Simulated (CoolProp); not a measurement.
Benzene along the isotherm 346.85 °C: fugacity coefficient from the reference equation and from simpler models built on Tc = 288.9 °C, pc = 4.906 MPa, ω = 0.211; each cubic takes its own stable root.

Computed with CoolProp (reference Helmholtz-energy equation of state, Thol 2012).

| p (MPa) | phase | reference |
|---|---|---|
| 0.876 | gas | 0.9566 |
| 1.75 | gas | 0.9143 |
| 2.63 | gas | 0.8725 |
| 3.5 | gas | 0.8318 |
| 4.38 | gas | 0.7911 |
| 5.26 | supercritical | 0.7509 |
| 6.13 | supercritical | 0.7116 |
| 7.01 | supercritical | 0.6723 |
| 7.89 | supercritical | 0.6339 |
| 8.76 | supercritical | 0.5979 |
| 9.64 | supercritical | 0.5650 |
| 10.5 | supercritical | 0.5367 |
| 11.4 | supercritical | 0.5110 |
| 12.3 | supercritical | 0.4888 |

Task: How far does each simpler model (van der Waals, Redlich-Kwong, Soave-Redlich-Kwong, Peng-Robinson) lie from the reference over these 14 states: mean and median of the absolute difference, and the worst?

Result: 
- van der Waals: mean 0.6 %, median 0.5 %, worst -1.5 % at 346.85 °C and 8.76 MPa
- Redlich-Kwong: mean 1.1 %, median 1.2 %, worst -2.0 % at 346.85 °C and 7.89 MPa
- Soave-Redlich-Kwong: mean 1.4 %, median 0.7 %, worst +4.3 % at 346.85 °C and 12.3 MPa
- Peng-Robinson: mean 2.4 %, median 2.5 %, worst -3.4 % at 346.85 °C and 7.01 MPa
